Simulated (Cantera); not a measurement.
**Gas-phase reforming**

A perfectly stirred reactor is fed with 73.1 % CH₄, 25.6 % H₂O, 1.32 % N₂, at 1.01 bar; it is held at 1425 K, and followed from long to short residence time.

Cantera simulation using GRI-Mech 3.0 (53 species, 325 reactions); the numbers are that mechanism's predictions, not measurements. GRI-Mech 3.0 stops at C3 and has no aromatics, soot or wall deposition, so with more carbon than oxygen in the feed, carbon stays in small species such as C2H2 where larger ones or solid carbon would form.

```json
[
 {"τ (s)": "16", "x CH₄": "0.242", "x H₂O": "0.149", "x H": "4.01e-6", "x HO₂": "<1e-12", "x CH₃": "4.40e-5", "x CH₂": "6.79e-10", "x H₂O₂": "<1e-12"},
 {"τ (s)": "5.4", "x CH₄": "0.301", "x H₂O": "0.182", "x H": "3.06e-6", "x HO₂": "<1e-12", "x CH₃": "4.92e-5", "x CH₂": "7.46e-10", "x H₂O₂": "<1e-12"},
 {"τ (s)": "1.9", "x CH₄": "0.415", "x H₂O": "0.207", "x H": "2.01e-6", "x HO₂": "<1e-12", "x CH₃": "6.14e-5", "x CH₂": "7.32e-10", "x H₂O₂": "<1e-12"},
 {"τ (s)": "0.64", "x CH₄": "0.550", "x H₂O": "0.230", "x H": "1.16e-6", "x HO₂": "<1e-12", "x CH₃": "8.20e-5", "x CH₂": "7.25e-10", "x H₂O₂": "<1e-12"},
 {"τ (s)": "0.22", "x CH₄": "0.646", "x H₂O": "0.244", "x H": "5.81e-7", "x HO₂": "<1e-12", "x CH₃": "0.000103", "x CH₂": "7.30e-10", "x H₂O₂": "<1e-12"},
 {"τ (s)": "0.076", "x CH₄": "0.699", "x H₂O": "0.252", "x H": "2.33e-7", "x HO₂": "<1e-12", "x CH₃": "0.000115", "x CH₂": "7.17e-10", "x H₂O₂": "<1e-12"},
 {"τ (s)": "0.026", "x CH₄": "0.721", "x H₂O": "0.255", "x H": "7.64e-8", "x HO₂": "<1e-12", "x CH₃": "0.000110", "x CH₂": "6.17e-10", "x H₂O₂": "<1e-12"},
 {"τ (s)": "0.0091", "x CH₄": "0.728", "x H₂O": "0.256", "x H": "2.81e-8", "x HO₂": "<1e-12", "x CH₃": "9.22e-5", "x CH₂": "4.24e-10", "x H₂O₂": "<1e-12"}
]
```
x: mole fraction; the columns are a selection and need not sum to one.
